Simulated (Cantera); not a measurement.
# Adiabatic ignition

An adiabatic, constant-pressure homogeneous reactor starts with CH4 : O2 : N2 : CO2 = 1 : 2.5 : 9.4 : 0.12 (molar parts), at 1625 K and 5.00 bar.

Detailed kinetics in Cantera: GRI-Mech 3.0 (53 species, 325 reactions).

```tsv
t (s)	T (K)	x CH4	x O2	x H2O	x CO	x CH2
2.00e-6	1625	0.0768	0.192	1.86e-6	3.43e-9	6.23e-12
7.02e-6	1625	0.0768	0.192	1.52e-5	8.59e-8	9.13e-11
2.46e-5	1625	0.0764	0.192	0.000228	9.37e-6	2.82e-9
8.65e-5	1689	0.0629	0.181	0.0118	0.00407	4.61e-7
0.000304	2807	<1e-12	0.0427	0.133	0.0214	<1e-12
0.00107	2796	<1e-12	0.0391	0.134	0.0213	<1e-12
0.00374	2794	<1e-12	0.0383	0.134	0.0213	<1e-12
0.0131	2794	<1e-12	0.0383	0.134	0.0213	<1e-12
0.0461	2794	<1e-12	0.0383	0.134	0.0213	<1e-12
0.162	2794	<1e-12	0.0383	0.134	0.0213	<1e-12
0.568	2794	<1e-12	0.0383	0.134	0.0213	<1e-12
1.99	2794	<1e-12	0.0383	0.134	0.0213	<1e-12
7.00	2794	<1e-12	0.0383	0.134	0.0213	<1e-12
```
x: mole fraction; the columns are a selection and need not sum to one.

| Item | Result |
|---|---|
| time of steepest temperature rise | 0.102 ms |
| temperature at 7.00 s | 2794 K |
| equilibrium temperature | 2794 K |
| x(CH4) at 7.00 s | <1e-12 (gas-phase equilibrium <1e-12) |
| x(O2) at 7.00 s | 0.0383 (gas-phase equilibrium 0.0383) |
| x(H2O) at 7.00 s | 0.134 (gas-phase equilibrium 0.134) |
